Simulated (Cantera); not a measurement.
Input: 1 mol Fe(CO)5, 2.5 mol N2, held at 1475 K and 4.70 bar.

Cantera equilibrium calculation (NASA polynomials, part measured and part estimated; ideal gas, pure solids and liquids). Candidate condensed phases: C, Fe, Fe(CO)5, FeO, Fe2O3, Fe3O4; 27 gas species. Iron dissolves carbon and melts from about 1420 K in contact with it, which pure phases cannot show. Condensed phases not in the tables: cementite and carbon dissolved in iron. Equilibrium is a limit: real reactors are often held back by kinetics, nucleation or transport.

Base state: CO 0.664, N2 0.334, CO2 0.00172 (mole fractions); condensed: C(graphite) + Fe(γ).

### Question
What changes in the equilibrium state with this change: 0.28 mol H2S added?

### Answer
```tsv
species	before	after
CO	0.664	0.640
N2	0.334	0.322
H2	0	0.0352
H2S	0	0.000502
COS	0	0.000301
H2O	0	0.000219
HCN	0	9.41e-5
C(graphite), mol	0.0129	0.0131
Fe(γ), mol	1.00	0.727
FeS(l), mol	0	0.273
```
Metal and sulfide melt together well below either melting point, which pure phases cannot show. Mutual solubility and eutectic melting of coexisting phases are not modelled. FeS: taken at fixed stoichiometry. Further candidate phases: C6H6, C7H8, C8H18, Fe(OH)2, Fe(OH)3, FeS, FeSO4, FeS2, Fe2(SO4)3, H2O, H2SO4, S.
